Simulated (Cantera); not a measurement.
Input (Python, Cantera):

```python
import numpy as np
import cantera as ct

gas = ct.Solution("h2o2.yaml")
gas.TPX = 475, 101325, {'H2': 1, 'O2': 0.312, 'N2': 1.28, 'H2O': 0.047}
flame = ct.FreeFlame(gas, width=0.04)
flame.set_refine_criteria(ratio=3, slope=0.08, curve=0.16)
flame.transport_model = "mixture-averaged"
flame.solve(loglevel=0, auto=True)
z, T = flame.grid, flame.T
thick = (T[-1] - T[0]) / np.gradient(T, z).max()
show = ['H2', 'O2', 'OH', 'H2O2', 'HO2', 'O']
print(f"laminar burning velocity  {flame.velocity[0] * 100:.3f} cm/s")
print(f"burnt temperature         {T[-1]:.1f} K")
print(f"thermal thickness         {thick * 1e3:.4f} mm")
print(f"grid points               {len(z)}")
z0 = z[flame.heat_release_rate.argmax()]
print(f"{'z/mm':>9s}{'T/K':>9s}{'u/(m/s)':>9s}" + "".join(f"{s:>11s}" for s in show))
rows = []
for k in (-3, -2, -1.5, -1, -0.5, -0.25, 0, 0.25, 0.5, 1, 2, 4, 8):
    zz = z0 + k * thick
    rows.append([k * thick, np.interp(zz, z, T), np.interp(zz, z, flame.velocity),
                 *(np.interp(zz, z, flame.X[gas.species_index(s)]) for s in show)])
    print(f"{rows[-1][0] * 1e3:9.3f}{rows[-1][1]:9.1f}{rows[-1][2]:9.3f}" + "".join(f"{x:11.3e}" for x in rows[-1][3:]))
```

Output:

```
laminar burning velocity  560.185 cm/s
burnt temperature         2227.3 K
thermal thickness         0.3953 mm
grid points               120
     z/mm      T/K  u/(m/s)         H2         O2         OH       H2O2        HO2          O
   -1.186    475.0    5.602  3.789e-01  1.182e-01  1.972e-16  2.092e-15  3.152e-13  1.422e-14
   -0.791    475.0    5.602  3.789e-01  1.182e-01  1.531e-14  1.897e-13  2.636e-11  1.104e-12
   -0.593    475.0    5.602  3.789e-01  1.182e-01  4.902e-13  7.664e-12  1.020e-09  3.530e-11
   -0.395    475.0    5.602  3.789e-01  1.182e-01  6.875e-11  1.382e-09  1.696e-07  3.269e-09
   -0.198    490.2    5.751  3.751e-01  1.186e-01  2.617e-05  5.038e-06  1.926e-04  3.832e-06
   -0.099    724.4    8.291  3.437e-01  1.131e-01  8.311e-04  3.505e-05  2.493e-04  1.975e-04
    0.000   1150.1   12.766  2.561e-01  8.207e-02  1.960e-03  4.583e-06  9.088e-05  2.689e-03
    0.099   1453.9   15.951  1.644e-01  2.959e-02  4.910e-03  1.957e-06  2.920e-05  4.962e-03
    0.198   1594.8   17.389  1.336e-01  8.702e-03  6.332e-03  1.268e-06  8.171e-06  3.942e-03
    0.395   1724.1   18.651  1.310e-01  2.844e-03  7.209e-03  7.530e-07  2.535e-06  2.913e-03
    0.791   1850.8   19.845  1.374e-01  1.783e-03  7.294e-03  4.034e-07  1.506e-06  2.065e-03
    1.581   1969.1   20.927  1.435e-01  1.039e-03  6.567e-03  2.066e-07  8.733e-07  1.244e-03
    3.162   2067.8   21.805  1.486e-01  5.133e-04  5.221e-03  1.051e-07  4.569e-07  6.288e-04
```

Detailed kinetics in Cantera: the H2/O2 subset of GRI-Mech 3.0, which has no nitrogen chemistry. Burning velocities carry a grid error of a few per cent, more on coarse grids.
